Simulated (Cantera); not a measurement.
A perfectly stirred reactor is fed with 51.9 % H2, 48.1 % O2, at 0.0133 bar; it is held at 1425 K, and followed from long to short residence time.

Detailed kinetics in Cantera: GRI-Mech 3.0 (53 species, 325 reactions). Radical loss at walls, strong at low pressure, is not modelled. The temperature is held fixed by assumption; the heat of reaction is taken as removed at once.

Problem. Predict: x(H2) at τ = 0.320 s; x(O2) at τ = 0.320 s; x(H) at τ = 0.320 s; x(OH) at τ = 0.320 s; x(H2O) at τ = 0.320 s; x(H2) at τ = 3.30 ms; x(O2) at τ = 3.30 ms; x(H) at τ = 3.30 ms; x(OH) at τ = 3.30 ms; x(H2O) at τ = 3.30 ms.

Solution. 
```json
{
  "x(H2) at τ = 0.320 s": "0.0102",
  "x(O2) at τ = 0.320 s": "0.293",
  "x(H) at τ = 0.320 s": "0.00813",
  "x(OH) at τ = 0.320 s": "0.0121",
  "x(H2O) at τ = 0.320 s": "0.668",
  "x(H2) at τ = 3.30 ms": "0.0635",
  "x(O2) at τ = 3.30 ms": "0.264",
  "x(H) at τ = 3.30 ms": "0.190",
  "x(OH) at τ = 3.30 ms": "0.0280",
  "x(H2O) at τ = 3.30 ms": "0.373"
}
```
